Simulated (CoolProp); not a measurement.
Properties of R404A along the isobar 6.11 MPa.

Model: reference Helmholtz-energy equation of state, Lemmon 2003, in CoolProp. It is a pseudo-pure fit of the blend.

| T (°C) | phase | density (kg/m³) | speed of sound (m/s) |
|---|---|---|---|
| -60.45 | liquid | 1363 | 826.1 |
| -47.15 | liquid | 1326 | … |
| -33.85 | liquid | 1287 | 703.6 |
| -20.65 | liquid | … | 646.1 |
| -7.35 | liquid | … | 589.1 |
| 5.95 | liquid | … | 532.4 |
| 19.25 | liquid | 1112 | 475.6 |
| 32.55 | liquid | 1059 | … |

**Question.** What belongs in the gaps?

**Answer.** 
- -47.15, speed of sound (m/s): 763.2
- -20.65, density (kg/m³): 1247
- -7.35, density (kg/m³): 1205
- 5.95, density (kg/m³): 1160
- 32.55, speed of sound (m/s): 418.1
